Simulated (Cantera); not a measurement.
Input (Python, Cantera) and output of one run.

```python
import numpy as np
import cantera as ct

gas_names = [...]  # 110 gases of nasa_gas.yaml made of C, H, O
cond_names = """
    C(gr) C6H6(L) C7H8(L) C8H18(L),n-octa H2O(s) H2O(L)
""".split()


# ... load() reads the species with a 1 bar reference pressure and builds the phases ...
atoms = {
    'acetone': {'C': 3, 'H': 6, 'O': 1},
    'CO2': {'C': 1, 'O': 2},
    'H2': {'H': 2},
}
top_T = {'C(gr)': 4500}  # K; cautious upper limits of use, not melting points


# ... equilibrate(T, P, feed) seeds the gas with the atoms and calls Mixture.equilibrate('TP', solver="vcs", rtol=1e-11, max_steps=5000) ...
results = []
feed = {'acetone': 1, 'CO2': 0.05, 'H2': 0.95}  # mol
T = 2548  # K
for P in [10, 72, 520, 3700, 27000, 190000, 1400000, 10000000]:
    mix = equilibrate(T, P, feed)
    results.append((T, P, feed, dict(zip(mix.species_names, mix.species_moles))))
    x = sorted(zip(gas.X, gas.species_names), reverse=True)
    print(f"T = {T:g} K  P = {P:g} Pa  gas = {mix.phase_moles(0):.4g} mol")
    print("   x: " + "  ".join(f"{s} {v:.3e}" for v, s in x if v > 1e-06))
    print("   condensed (mol): " + ("  ".join(f"{mix.phase(i).name} {mix.phase_moles(i):.4g}"
          for i in range(1, mix.n_phases) if mix.phase_moles(i) > 1e-12) or "none"))
```

Output:

```
T = 2548 K  P = 10 Pa  gas = 8.559 mol
   x: H 7.900e-01  CO 1.285e-01  H2 6.524e-02  C3 1.034e-02  C 3.179e-03  C2 9.613e-04  C2H2,acetylene 8.606e-04  C2H 8.269e-04  C5 3.777e-05  CH 8.784e-06  C4 7.755e-06  C4H2 4.697e-06
   condensed (mol): C(gr) 1.61
T = 2548 K  P = 72 Pa  gas = 7.155 mol
   x: H 5.837e-01  H2 2.565e-01  CO 1.537e-01  C2H2,acetylene 3.383e-03  C3 1.436e-03  C2H 6.110e-04  C 4.416e-04  C2 1.335e-04  C4H2 1.846e-05  CH 6.490e-06  C5 5.246e-06  C2H2,vinylidene 3.092e-06  CH2 1.274e-06  C4 1.077e-06
   condensed (mol): C(gr) 1.856
T = 2548 K  P = 520 Pa  gas = 5.96 mol
   x: H2 5.037e-01  H 3.044e-01  CO 1.846e-01  C2H2,acetylene 6.645e-03  C2H 3.186e-04  C3 1.988e-04  C 6.114e-05  C4H2 3.626e-05  C2 1.849e-05  C2H2,vinylidene 6.073e-06  CH 3.385e-06  CH2 2.503e-06  CH3 1.972e-06
   condensed (mol): C(gr) 1.862
T = 2548 K  P = 3700 Pa  gas = 5.403 mol
   x: H2 6.571e-01  CO 2.036e-01  H 1.303e-01  C2H2,acetylene 8.669e-03  C2H 1.364e-04  C4H2 4.731e-05  C3 2.794e-05  C 8.593e-06  C2H2,vinylidene 7.923e-06  CH3 7.837e-06  CH2 3.265e-06  C2 2.598e-06  CH4 2.222e-06  CH 1.449e-06
   condensed (mol): C(gr) 1.853
T = 2548 K  P = 27000 Pa  gas = 5.181 mol
   x: H2 7.272e-01  CO 2.123e-01  H 5.076e-02  C2H2,acetylene 9.593e-03  C2H 5.313e-05  C4H2 5.235e-05  CH3 2.464e-05  CH4 1.985e-05  C2H2,vinylidene 8.767e-06  C3 3.829e-06  CH2 3.613e-06  C 1.178e-06  C2H4 1.158e-06
   condensed (mol): C(gr) 1.849
T = 2548 K  P = 190000 Pa  gas = 5.099 mol
   x: H2 7.545e-01  CO 2.157e-01  H 1.949e-02  C2H2,acetylene 9.953e-03  CH4 1.504e-04  CH3 6.909e-05  C4H2 5.432e-05  C2H 2.040e-05  C2H2,vinylidene 9.096e-06  C2H4 8.776e-06  H2O 6.690e-06  CH2 3.749e-06  C3H3,propargyl 2.492e-06  C2H3,vinyl 2.309e-06  HCO 1.068e-06
   condensed (mol): C(gr) 1.846
T = 2548 K  P = 1.4e+06 Pa  gas = 5.061 mol
   x: H2 7.639e-01  CO 2.173e-01  C2H2,acetylene 1.008e-02  H 7.225e-03  CH4 1.136e-03  CH3 1.911e-04  C2H4 6.628e-05  C4H2 5.499e-05  H2O 5.026e-05  C2H2,vinylidene 9.210e-06  C2H 7.562e-06  C3H3,propargyl 6.892e-06  C2H3,vinyl 6.386e-06  CH2 3.795e-06  C3H4,propyne 3.737e-06  HCO 2.939e-06  CO2 2.258e-06  C3H4,allene 1.630e-06
   condensed (mol): C(gr) 1.839
T = 2548 K  P = 1e+07 Pa  gas = 5.011 mol
   x: H2 7.587e-01  CO 2.191e-01  C2H2,acetylene 1.001e-02  CH4 8.003e-03  H 2.694e-03  CH3 5.054e-04  C2H4 4.670e-04  H2O 3.596e-04  C4H2 5.461e-05  C3H4,propyne 2.633e-05  C3H3,propargyl 1.823e-05  C2H3,vinyl 1.689e-05  CO2 1.640e-05  C3H4,allene 1.148e-05  C2H2,vinylidene 9.147e-06  HCO 7.894e-06  HCHO,formaldehy 6.697e-06  CH2CO,ketene 6.003e-06  CH2 3.770e-06  C2H6 2.989e-06  C2H 2.820e-06  C3H5,allyl 2.510e-06  C3H6,propylene 1.301e-06  C2H5 1.136e-06
   condensed (mol): C(gr) 1.802
```

Equilibrium computed with Cantera from the NASA thermochemical tables; the gas is ideal and each condensed phase is pure. The feed counts by its element totals alone. The ideal-gas law is rough above about 30 bar.
